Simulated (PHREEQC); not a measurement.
Model water analysis in mg/L, 25 °C, pH 6.3, pe 8.5: Na 0.0368; K 0.122; Ca 1.37; Mg 1.76; Cl 4.81; S(6) as SO4 3.24; Alkalinity as HCO3 1.08; Si as SiO2 0.0235.

Valence states are taken as typed.

Computed with PHREEQC (ion-association model, phreeqc.dat).

| quantity | before | after |
|---|---|---|
| CO2 (mol/kgw) | 2.00e-5 | 9.89e-6 |
| CO3-2 (mol/kgw) | 1.81e-9 | 3.56e-9 |
| HSO4- (mol/kgw) | 1.51e-9 | 7.58e-10 |
| KSO4- (mol/kgw) | 6.65e-10 | 6.65e-10 |
| MgOH+ (mol/kgw) | 4.88e-10 | 9.75e-10 |
| H3SiO4- (mol/kgw) | 1.18e-10 | 2.35e-10 |
| SI of Quartz (SiO2) | -2.43 | -2.43 |

Problem. Which change was made?
A) K from 0.122 to 0.244 mg/L
B) pH from 6.3 to 6.6 at the same alkalinity
C) Si from 0.0235 to 0.0118 mg/L

Solution. B, pH from 6.3 to 6.6 at the same alkalinity

No solid was allowed to form.
